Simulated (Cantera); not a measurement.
**Chemical vapour transport: Si + H2O + H2 + HCl**

A closed system holds: 1 mol Si, 0.081 mol H2O, 0.14 mol H2, 0.029 mol HCl, held at 798 K.

Equilibrium computed with Cantera from the NASA thermochemical tables; the gas is ideal and each condensed phase is pure. Candidate condensed phases: H2O, Si, SiO2; 30 gas species. The tables' values for SiCl3 are old estimates; treat these amounts as uncertain. Rates play no part.

| P (Pa) | x H2 | x SiCl4 | x SiHCl3 | x SiH2Cl2 | x HCl | x SiH3Cl | x SiCl3 | n Si(s) | n SiO2(α-quartz) |
|---|---|---|---|---|---|---|---|---|---|
| 1000 | 0.966 | 0.0240 | 0.00671 | 0.000151 | 0.00304 | 7.85e-7 | 4.54e-5 | 0.952 | 0.0405 |
| 2400 | 0.966 | 0.0231 | 0.00812 | 0.000230 | 0.00242 | 1.50e-6 | 3.55e-5 | 0.952 | 0.0405 |
| 5600 | 0.966 | 0.0220 | 0.00968 | 0.000343 | 0.00193 | 2.80e-6 | 2.77e-5 | 0.952 | 0.0405 |
| 13000 | 0.966 | 0.0207 | 0.0114 | 0.000507 | 0.00154 | 5.18e-6 | 2.14e-5 | 0.952 | 0.0405 |
| 32000 | 0.965 | 0.0192 | 0.0135 | 0.000764 | 0.00121 | 9.97e-6 | 1.61e-5 | 0.951 | 0.0405 |
| 75000 | 0.965 | 0.0175 | 0.0156 | 0.00112 | 0.000954 | 1.85e-5 | 1.22e-5 | 0.951 | 0.0405 |
| 180000 | 0.964 | 0.0156 | 0.0178 | 0.00164 | 0.000745 | 3.46e-5 | 9.00e-6 | 0.951 | 0.0405 |
| 420000 | 0.963 | 0.0137 | 0.0200 | 0.00234 | 0.000583 | 6.31e-5 | 6.61e-6 | 0.951 | 0.0405 |
| 1000000 | 0.962 | 0.0117 | 0.0220 | 0.00333 | 0.000451 | 0.000116 | 4.73e-6 | 0.951 | 0.0405 |
x: gas mole fraction; n: condensed amount in mol.

From 0.0100 bar to 10.0 bar the condensed part is Si(s) + SiO2(α-quartz). The main Si-bearing gas is SiCl4 at 0.0100 bar and SiHCl3 at 10.0 bar.
